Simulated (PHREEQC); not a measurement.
Model water analysis in mg/L, 85 °C, pH 3.8, pe 12.2: Na 99.9; K 4.16; Ca 63.7; Mg 18.2; Cl 51.7; S(6) as SO4 400; Al 0.325.

Valence states are taken as typed.

Equilibrium calculation in PHREEQC: ion-association model, phreeqc.dat.

| quantity | before | after |
|---|---|---|
| ionic strength (mol/kgw) | 0.0127 | 0.0239 |
| SO4-2 (mol/kgw) | 0.00319 | 0.00603 |
| Ca+2 (mol/kgw) | 0.00122 | 0.00223 |
| Mg+2 (mol/kgw) | 0.000375 | 0.000622 |
| MgSO4 (mol/kgw) | 0.000374 | 0.000878 |
| CaSO4 (mol/kgw) | 0.000368 | 0.000943 |
| SI of Gibbsite (Al(OH)3) | -0.23 | -0.10 |
| SI of Gypsum (CaSO4:2H2O) | -1.08 | -0.67 |

**Question.** What was changed between the two runs?
A) all concentrations times 2 at the same typed pH
B) Mg from 18.2 to 36.4 mg/L
C) Cl from 51.7 to 25.9 mg/L

**Answer.** A, all concentrations times 2 at the same typed pH

This is a speciation only: nothing precipitates in the calculation. At this temperature some constants are extrapolated from 25 °C, and those without enthalpy data are left unchanged.
